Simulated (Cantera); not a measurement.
Cantera run, input and output.

```python
import numpy as np
import cantera as ct

gas = ct.Solution("gri30.yaml", transport_model="mixture-averaged")
show = ['H2', 'NH3', 'CO2']

rows = []
print(f"{'T/K':>7s}{'rho':>11s}{'cp':>10s}{'mu':>11s}{'lambda':>11s}{'Pr':>7s}" + "".join(f"{'D_' + s:>11s}" for s in show))
for T in [400, 600, 800, 1000, 1200, 1400, 1600, 1800, 2000]:
    gas.TPX = T, 13, {'H2O': 0.54, 'CO2': 0.82, 'C3H8': 0.98}
    Pr = gas.cp_mass * gas.viscosity / gas.thermal_conductivity
    D = [gas.mix_diff_coeffs_mole[gas.species_index(s)] for s in show]
    rows.append([gas.density, gas.cp_mass, gas.viscosity, gas.thermal_conductivity, Pr, *D])
    print(f"{T:7g}{gas.density:11.4e}{gas.cp_mass:10.1f}{gas.viscosity:11.4e}"
          f"{gas.thermal_conductivity:11.4e}{Pr:7.3f}" + "".join(f"{d:11.4e}" for d in D))
print("SI units: kg/m3, J/kg/K, Pa s, W/m/K, m2/s")
```

Output:

```
    T/K        rho        cp         mu     lambda     Pr       D_H2      D_NH3      D_CO2
    400 1.4872e-04    1623.8 1.4226e-05 2.9963e-02  0.771 7.6412e-01 1.9435e-01 1.3393e-01
    600 9.9147e-05    2072.5 2.0413e-05 5.2482e-02  0.806 1.5336e+00 4.2793e-01 2.8637e-01
    800 7.4361e-05    2413.3 2.5848e-05 7.5510e-02  0.826 2.4935e+00 7.3382e-01 4.8146e-01
   1000 5.9488e-05    2672.9 3.0739e-05 9.8146e-02  0.837 3.6241e+00 1.1023e+00 7.1365e-01
   1200 4.9574e-05    2855.9 3.5222e-05 1.2004e-01  0.838 4.9123e+00 1.5269e+00 9.7930e-01
   1400 4.2492e-05    3008.1 3.9388e-05 1.4107e-01  0.840 6.3484e+00 2.0027e+00 1.2758e+00
   1600 3.7180e-05    3133.4 4.3302e-05 1.6121e-01  0.842 7.9246e+00 2.5265e+00 1.6014e+00
   1800 3.3049e-05    3235.4 4.7011e-05 1.8048e-01  0.843 9.6347e+00 3.0954e+00 1.9545e+00
   2000 2.9744e-05    3317.4 5.0549e-05 1.9891e-01  0.843 1.1473e+01 3.7075e+00 2.3341e+00
SI units: kg/m3, J/kg/K, Pa s, W/m/K, m2/s
```

Computed with Cantera and GRI-Mech 3.0 (53 species, 325 reactions). Polar gases are described roughly by these parameters. The composition is frozen, though it would react at the higher temperatures.
